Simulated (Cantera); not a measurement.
Mixture: 7.75 % CH4, 19.4 % O2, 72.9 % N2, equivalence ratio 0.80, at 240000 Pa, adiabatic and at constant pressure. Ignition delay is the time to a rise of 400 K.

Computed with Cantera and GRI-Mech 3.0 (53 species, 325 reactions).

Predict: delay at 1000 K; delay at 1075 K; delay at 1150 K; delay at 1225 K; delay at 1300 K; delay at 1375 K; delay at 1450 K; apparent activation energy between 1300 and 1450 K.


* **delay at 1000 K**: 0.378 s
* **delay at 1075 K**: 0.113 s
* **delay at 1150 K**: 37.2 ms
* **delay at 1225 K**: 13.2 ms
* **delay at 1300 K**: 5.08 ms
* **delay at 1375 K**: 2.09 ms
* **delay at 1450 K**: 0.916 ms
* **apparent activation energy between 1300 and 1450 K**: 180 kJ/mol
